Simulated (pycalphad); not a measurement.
All values are pycalphad results on the COST 507 light-alloy database (1999) (1 atm), not direct measurements. These are 1990s assessments: newer ones move some temperatures and phases. Phase fractions are per mole of atoms.

Question: Give the equilibrium state of Al-4.65Si-2.68C (at.%) at 500 K.

Answer: 
```
T = 500.00 K, P = 101325 Pa, N = 1 mol of atoms
G = -16901 J/mol, H = 3008 J/mol, S = 39.82 J/(mol K)  (SER reference)
chemical potentials (J/mol): Al -15579, Si -10615, C -73517
phase             fraction      x(Al)      x(Si)       x(C)
FCC_A1              0.8962     0.9999   0.000131      1e-14
AL8SIC7             0.0613     0.5000     0.0625     0.4375
DIAMOND_A4          0.0426   1.22e-11     1.0000      1e-14
```

Question: Give the equilibrium state of Al-4.65Si-2.68C (at.%) at 950 K.

Answer: 
```
T = 950.00 K, P = 101325 Pa, N = 1 mol of atoms
G = -40411 J/mol, H = 27433 J/mol, S = 71.41 J/(mol K)  (SER reference)
chemical potentials (J/mol): Al -39420, Si -42066, C -71804
phase             fraction      x(Al)      x(Si)       x(C)
LIQUID              0.9387     0.9545     0.0455   8.95e-10
AL8SIC7             0.0613     0.5000     0.0625     0.4375
```

Database names, with the compositions (at.%) that they take in these runs: AL8SIC7: Al 50 C 44 Si 6. FCC_A1 is fcc; DIAMOND_A4 is diamond (Si).
